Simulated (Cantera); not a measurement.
Charge: 1 mol C₃H₈, 0.051 mol H₂O, 80 mol H₂, equilibrated at 0.960 bar.

Cantera equilibrium calculation (NASA polynomials, part measured and part estimated; ideal gas, pure solids and liquids). Candidate condensed phases: C, C₆H₆, C₇H₈, C₈H₁₈, H₂O; 110 gas species. Kinetics and transport are ignored.

Task: Which condensed phases are stable at each of these points (T (K)): 1050, 1150, 1250, 1350, 1450, 1550, 1650, 1750, 1850, 1950, 2050, 2150, 2250, 2350?

Result: 
```tsv
T (K)	condensed phases	C condensed (%)
1050	gas only	0.0
1150	C(graphite)	39.4
1250	C(graphite)	69.7
1350	C(graphite)	83.0
1450	C(graphite)	89.5
1550	C(graphite)	92.8
1650	C(graphite)	94.5
1750	C(graphite)	95.2
1850	C(graphite)	95.0
1950	C(graphite)	93.9
2050	C(graphite)	91.3
2150	C(graphite)	86.6
2250	C(graphite)	78.9
2350	C(graphite)	66.9
```

At 1050 K nothing is condensed. From 1150 K to 2350 K the condensed part is C(graphite).
